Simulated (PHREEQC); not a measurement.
A solution holds 0.0055 mol/kgw CdSO4, 0.0068 mol/kgw Na2SO4 and 0.0016 mol/kgw HCl, at 25 °C. Closed to the air; pH follows from the charge balance.

The numbers come from PHREEQC with the ion-association model, phreeqc.dat.

```json
[
 {"quantity": "pH", "before": "3.02", "after": "2.98"},
 {"quantity": "ionic strength (mol/kgw)", "before": "0.0329", "after": "0.0245"},
 {"quantity": "SO4-2 (mol/kgw)", "before": "0.00901", "after": "0.00629"},
 {"quantity": "CdSO4 (mol/kgw)", "before": "0.00206", "after": "0.00182"},
 {"quantity": "Cl- (mol/kgw)", "before": "0.00139", "after": "0.00136"},
 {"quantity": "SI of Halite (NaCl)", "before": "-6.45", "after": "-6.74"}
]
```

### Question
What was changed between the two runs?
A. diluted 100-fold with water
B. HCl from 0.0016 to 0.00032 mol/kgw
C. Na2SO4 from 0.0068 to 0.0034 mol/kgw
D. temperature from 25 to 75 °C

### Answer
C, Na2SO4 from 0.0068 to 0.0034 mol/kgw

No solid was allowed to form.
